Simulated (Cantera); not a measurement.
Cantera run, input and output.

```python
import numpy as np
import cantera as ct

gas = ct.Solution("h2o2.yaml")
gas.TPX = 350, 61000, {'H2': 1, 'O2': 0.5, 'N2': 1.88}
flame = ct.FreeFlame(gas, width=0.057)
flame.set_refine_criteria(ratio=3, slope=0.08, curve=0.16)
flame.transport_model = "unity-Lewis-number"
flame.solve(loglevel=0, auto=True)
z, T = flame.grid, flame.T
thick = (T[-1] - T[0]) / np.gradient(T, z).max()
show = ['H2', 'O2', 'H', 'H2O2', 'O', 'OH']
print(f"laminar burning velocity  {flame.velocity[0] * 100:.3f} cm/s")
print(f"burnt temperature         {T[-1]:.1f} K")
print(f"thermal thickness         {thick * 1e3:.4f} mm")
print(f"grid points               {len(z)}")
z0 = z[flame.heat_release_rate.argmax()]
print(f"{'z/mm':>9s}{'T/K':>9s}{'u/(m/s)':>9s}" + "".join(f"{s:>11s}" for s in show))
rows = []
for k in (-3, -2, -1.5, -1, -0.5, -0.25, 0, 0.25, 0.5, 1, 2, 4, 8):
    zz = z0 + k * thick
    rows.append([k * thick, np.interp(zz, z, T), np.interp(zz, z, flame.velocity),
                 *(np.interp(zz, z, flame.X[gas.species_index(s)]) for s in show)])
    print(f"{rows[-1][0] * 1e3:9.3f}{rows[-1][1]:9.1f}{rows[-1][2]:9.3f}" + "".join(f"{x:11.3e}" for x in rows[-1][3:]))
```

It prints:

```
laminar burning velocity  197.576 cm/s
burnt temperature         2391.0 K
thermal thickness         0.5832 mm
grid points               106
     z/mm      T/K  u/(m/s)         H2         O2          H       H2O2          O         OH
   -1.750    350.0    1.976  2.959e-01  1.479e-01  5.750e-15  9.761e-11  1.501e-11  4.935e-14
   -1.166    350.0    1.976  2.959e-01  1.479e-01  1.137e-13  1.800e-09  2.908e-10  9.942e-13
   -0.875    350.1    1.976  2.959e-01  1.479e-01  1.809e-12  2.050e-08  3.495e-09  1.919e-11
   -0.583    351.1    1.982  2.957e-01  1.479e-01  1.858e-10  3.436e-07  6.288e-08  2.761e-09
   -0.292    400.2    2.252  2.906e-01  1.452e-01  2.292e-06  1.190e-05  6.088e-06  8.752e-06
   -0.146    704.2    3.889  2.534e-01  1.270e-01  2.876e-03  1.891e-05  2.953e-04  5.457e-04
    0.000   1187.2    6.360  1.432e-01  7.770e-02  3.683e-02  3.622e-06  4.600e-03  2.963e-03
    0.146   1478.5    7.765  6.192e-02  3.858e-02  6.083e-02  2.547e-06  1.075e-02  8.766e-03
    0.292   1623.7    8.431  4.830e-02  2.898e-02  5.444e-02  1.591e-06  1.157e-02  1.192e-02
    0.583   1781.4    9.133  4.577e-02  2.452e-02  4.059e-02  8.109e-07  9.901e-03  1.422e-02
    1.166   1941.0    9.822  4.247e-02  2.053e-02  2.753e-02  4.174e-07  7.464e-03  1.541e-02
    2.333   2088.0   10.439  3.716e-02  1.655e-02  1.727e-02  2.458e-07  5.074e-03  1.521e-02
    4.666   2212.5   10.948  3.071e-02  1.287e-02  1.008e-02  1.684e-07  3.140e-03  1.373e-02
```

Model: the H2/O2 subset of GRI-Mech 3.0, which has no nitrogen chemistry, integrated in Cantera. Unity Lewis numbers drop preferential diffusion, which matters most where H2 and H carry the flame. Burning velocities carry a grid error of a few per cent, more on coarse grids.
